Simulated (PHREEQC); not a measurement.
A PHREEQC speciation (ion-association model, phreeqc.dat) at 58 °C gives pH 1.26 and these molalities:

```tsv
species	mol/kgw
Cl-	0.129
Mn+2	0.0760
H+	0.0719
HSO4-	0.0681
MnSO4	0.0237
SO4-2	0.0182
MnCl+	0.0101
MnCl2	0.000243
```

Task: What are the element totals, and what could have been dissolved in 1 kg of water to give them?

Result: Several could match; the one computed here: totals Cl 0.140, Mn(2) 0.110, S(6) 0.110 mol/kgw, from 0.14 mol/kgw HCl and 0.11 mol/kgw MnSO4.

This is a speciation only: nothing precipitates in the calculation. Complexes and solids missing from the database can't appear. Away from 25 °C the constants follow the database's enthalpies or fits; those with neither stay at their 25 °C values.
